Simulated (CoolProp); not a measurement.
A closed Brayton cycle with carbon dioxide: compressor inlet 306.15 K and 9.1 MPa, high pressure 23.2 MPa, turbine inlet 985 K, compressor efficiency 0.8, turbine efficiency 0.93, recuperator effectiveness 0.95 (on enthalpy, no pinch check). Each further row changes one setting.

Model: reference Helmholtz-energy equation of state, Span 1996, in CoolProp.

```json
[
 {"case": "as stated", "thermal efficiency (%)": "42.4", "net work (kJ/kg)": "131", "compressor to turbine work": "0.15", "compressor exit (K)": "330.3", "turbine exit (K)": "855.1"},
 {"case": "turbine inlet 935 K", "thermal efficiency (%)": "41.2", "net work (kJ/kg)": "(withheld)", "compressor to turbine work": "(withheld)", "compressor exit (K)": "330.3", "turbine exit (K)": "809.5"},
 {"case": "compressor inlet 316.15 K", "thermal efficiency (%)": "41.8", "net work (kJ/kg)": "119", "compressor to turbine work": "(withheld)", "compressor exit (K)": "(withheld)", "turbine exit (K)": "855.1"},
 {"case": "high pressure 19.7 MPa", "thermal efficiency (%)": "(withheld)", "net work (kJ/kg)": "(withheld)", "compressor to turbine work": "0.14", "compressor exit (K)": "325.2", "turbine exit (K)": "(withheld)"},
 {"case": "recuperator effectiveness 0.5", "thermal efficiency (%)": "21.9", "net work (kJ/kg)": "131", "compressor to turbine work": "0.15", "compressor exit (K)": "330.3", "turbine exit (K)": "855.1"}
]
```

### Question
What belongs in the gaps?

### Answer

- turbine inlet 935 K, net work (kJ/kg): 123
- turbine inlet 935 K, compressor to turbine work: 0.16
- compressor inlet 316.15 K, compressor to turbine work: 0.23
- compressor inlet 316.15 K, compressor exit (K): 371.3
- high pressure 19.7 MPa, thermal efficiency (%): 40.2
- high pressure 19.7 MPa, net work (kJ/kg): 111
- high pressure 19.7 MPa, turbine exit (K): 877.1
